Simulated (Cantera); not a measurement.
What does this Cantera script print?

```python
import numpy as np
import cantera as ct

gas = ct.Solution("gri30.yaml")
gas.TPX = 1225, 55000, {'N2O': 1, 'H2': 0.0025, 'N2': 7.2}
reactor = ct.IdealGasConstPressureReactor(gas, energy="off", clone=False)
net = ct.ReactorNet([reactor])
net.rtol, net.atol = 1e-08, 1e-18
show = ['N2O', 'H2', 'HO2', 'H', 'OH', 'H2O2']
times = np.geomspace(5e-06, 2, 15)

steps = ct.SolutionArray(gas, extra=["t"])
rows = []
print(f"{'t/s':>10s}{'T/K':>9s}{'P/Pa':>11s}" + "".join(f"{s:>11s}" for s in show))
for t in times:
    while net.time < t:
        t_next = net.step()
        steps.append(gas.state, t=t_next)
    rows.append([np.interp(t, steps.t, y) for y in (steps.T, steps.P, *steps(*show).X.T)])
    print(f"{t:10.3e}{rows[-1][0]:9.1f}{rows[-1][1]:11.4g}" + "".join(f"{x:11.3e}" for x in rows[-1][2:]))
rate = np.gradient(steps.T, steps.t)
print("integrator steps:", len(steps.t))
if steps.T.max() > steps.T[0] + 200:
    print(f"time of steepest temperature rise: {steps.t[rate.argmax()]:.4e} s")
gas.TPX = 1225, 55000, {'N2O': 1, 'H2': 0.0025, 'N2': 7.2}
gas.equilibrate("TP")
print(f"equilibrium (TP): T = {gas.T:.1f} K  " + "  ".join(f"{s} {gas[s].X[0]:.3e}" for s in show))
```

Output:

```
       t/s      T/K       P/Pa        N2O         H2        HO2          H         OH       H2O2
 5.000e-06   1225.0    5.5e+04  1.219e-01  3.048e-04  1.789e-13  3.484e-10  4.770e-10  3.132e-19
 1.256e-05   1225.0    5.5e+04  1.219e-01  3.048e-04  3.099e-12  1.693e-09  3.332e-09  1.613e-17
 3.157e-05   1225.0    5.5e+04  1.219e-01  3.048e-04  5.391e-11  6.341e-09  2.278e-08  1.018e-15
 7.933e-05   1225.0    5.5e+04  1.219e-01  3.047e-04  8.435e-10  1.770e-08  1.336e-07  6.639e-14
 1.993e-04   1225.0    5.5e+04  1.219e-01  3.043e-04  1.034e-08  4.132e-08  5.924e-07  3.070e-12
 5.008e-04   1225.0    5.5e+04  1.219e-01  3.020e-04  8.951e-08  9.074e-08  1.887e-06  7.970e-11
 1.258e-03   1225.0    5.5e+04  1.218e-01  2.905e-04  4.740e-07  1.830e-07  4.517e-06  1.271e-09
 3.162e-03   1225.0    5.5e+04  1.216e-01  2.442e-04  1.004e-06  2.451e-07  7.431e-06  6.288e-09
 7.946e-03   1225.0    5.5e+04  1.212e-01  1.458e-04  8.678e-07  1.460e-07  7.218e-06  5.399e-09
 1.997e-02   1225.0    5.5e+04  1.203e-01  5.104e-05  4.580e-07  4.086e-08  5.042e-06  1.976e-09
 5.017e-02   1225.0    5.5e+04  1.183e-01  8.572e-06  1.526e-07  7.883e-09  3.095e-06  4.990e-10
 1.261e-01   1225.0    5.5e+04  1.134e-01  3.418e-07  5.149e-08  3.351e-09  2.408e-06  2.500e-10
 3.168e-01   1225.0    5.5e+04  1.023e-01  4.100e-09  2.308e-08  3.167e-09  2.439e-06  2.458e-10
 7.959e-01   1225.0    5.5e+04  7.957e-02  3.437e-09  1.085e-08  2.877e-09  2.384e-06  2.331e-10
 2.000e+00   1225.0    5.5e+04  4.457e-02  2.691e-09  5.502e-09  2.084e-09  2.123e-06  1.856e-10
integrator steps: 1627
equilibrium (TP): T = 1225.0 K  N2O 7.576e-09  H2 3.446e-11  HO2 3.066e-10  H 2.483e-12  OH 1.884e-07  H2O2 1.521e-12
```

Computed with Cantera and GRI-Mech 3.0 (53 species, 325 reactions). GRI-Mech 3.0 was tuned for natural gas; its chemistry of N2O as a main component is partial and can be far from experiment. The mechanism lacks the step 2 NO + O2 → 2 NO2, which can matter for NO2 below about 1400 K. The temperature is held fixed by assumption; the heat of reaction is taken as removed at once.
